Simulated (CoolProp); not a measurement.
A single-stage vapour-compression cycle with R507A: evaporating at 236.15 K (dew point), condensing at 299.15 K (bubble point), superheat 10 K, subcooling 5 K, compressor efficiency 0.8, no pressure losses. Each further row changes one setting.

Values from CoolProp's reference Helmholtz-energy equation of state, Lemmon 2003. It is a pseudo-pure fit of the blend.

| case | cooling COP | pressure ratio | discharge temperature (K) | refrigerating effect (kJ/kg) | volumetric capacity (kJ/m³) |
|---|---|---|---|---|---|
| as stated | 2.17 | 8.31 | 327.5 | 120 | 969 |
| evaporating temperature 241.15 K | 2.47 | 6.72 | 325.2 | 123 | 1220 |
| condensing temperature 294.15 K | 2.46 | 7.28 | 321.8 | 127 | 1030 |
| subcooling 10 K | 2.30 | 8.31 | 327.5 | 127 | 1030 |
| superheat 20 K | 2.20 | 8.31 | 337.9 | 128 | 987 |
| compressor efficiency 0.7 | 1.90 | 8.31 | 334.8 | 120 | 969 |
